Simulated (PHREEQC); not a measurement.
Make-up at 10 °C: 0.0034 mol/kgw Cu(NO3)2 and 0.00076 mol/kgw HNO3. Closed to the air; pH follows from the charge balance.

Model: ion-association model, wateq4f.dat, run in PHREEQC.

No solid was allowed to form.

Question: Estimate the pH.

Answer: pH 3.16.

Away from 25 °C the constants follow the database's enthalpies or fits; those with neither stay at their 25 °C values.
